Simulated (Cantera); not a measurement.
A perfectly stirred reactor is fed with C2H6 : N2 = 1 : 14 (molar parts), at 0.0133 bar; it is held at 1950 K, and followed from long to short residence time.

Cantera simulation using GRI-Mech 3.0 (53 species, 325 reactions); the numbers are that mechanism's predictions, not measurements. GRI-Mech 3.0 stops at C3 and has no aromatics, soot or wall deposition, so with more carbon than oxygen in the feed, carbon stays in small species such as C2H2 where larger ones or solid carbon would form. Radical loss at walls, strong at low pressure, is not modelled.

Question: What does this change do: 0.31 parts H2O added?

Answer: 
```json
[
 {"quantity": "x(C2H6) at τ = 3.10 s", "before": "1.56e-6", "after": "1.49e-6"},
 {"quantity": "x(C2H4) at τ = 3.10 s", "before": "1.03e-5", "after": "1.11e-5"},
 {"quantity": "x(CH2) at τ = 3.10 s", "before": "6.56e-6", "after": "6.42e-6"},
 {"quantity": "x(HCN) at τ = 3.10 s", "before": "0.00253", "after": "0.00208"},
 {"quantity": "x(CH3) at τ = 3.10 s", "before": "0.000308", "after": "0.000339"},
 {"quantity": "x(C2H6) at τ = 34.0 ms", "before": "0.000143", "after": "0.000135"},
 {"quantity": "x(C2H4) at τ = 34.0 ms", "before": "0.000800", "after": "0.000767"},
 {"quantity": "x(CH2) at τ = 34.0 ms", "before": "4.81e-5", "after": "4.75e-5"},
 {"quantity": "x(HCN) at τ = 34.0 ms", "before": "0.000204", "after": "0.000189"},
 {"quantity": "x(CH3) at τ = 34.0 ms", "before": "0.00330", "after": "0.00323"}
]
```

Question: What does this change do: temperature 1950 to 1473 K?

Answer: 
| quantity | before | after |
|---|---|---|
| x(C2H6) at τ = 3.10 s | 1.56e-6 | 0.000121 |
| x(C2H4) at τ = 3.10 s | 1.03e-5 | 0.000712 |
| x(CH2) at τ = 3.10 s | 6.56e-6 | 3.28e-7 |
| x(HCN) at τ = 3.10 s | 0.00253 | 2.10e-6 |
| x(CH3) at τ = 3.10 s | 0.000308 | 0.000331 |
| x(C2H6) at τ = 34.0 ms | 0.000143 | 0.00703 |
| x(C2H4) at τ = 34.0 ms | 0.000800 | 0.0174 |
| x(CH2) at τ = 34.0 ms | 4.81e-5 | 2.98e-6 |
| x(HCN) at τ = 34.0 ms | 0.000204 | 3.89e-7 |
| x(CH3) at τ = 34.0 ms | 0.00330 | 0.00238 |

Question: What does this change do: temperature 1950 to 1100 K?

Answer: 
| quantity | before | after |
|---|---|---|
| x(C2H6) at τ = 3.10 s | 1.56e-6 | 0.0205 |
| x(C2H4) at τ = 3.10 s | 1.03e-5 | 0.0347 |
| x(CH2) at τ = 3.10 s | 6.56e-6 | 2.85e-10 |
| x(HCN) at τ = 3.10 s | 0.00253 | 8.84e-12 |
| x(CH3) at τ = 3.10 s | 0.000308 | 1.72e-5 |
| x(C2H6) at τ = 34.0 ms | 0.000143 | 0.0661 |
| x(C2H4) at τ = 34.0 ms | 0.000800 | 0.000479 |
| x(CH2) at τ = 34.0 ms | 4.81e-5 | 9.19e-11 |
| x(HCN) at τ = 34.0 ms | 0.000204 | <1e-12 |
| x(CH3) at τ = 34.0 ms | 0.00330 | 1.18e-5 |
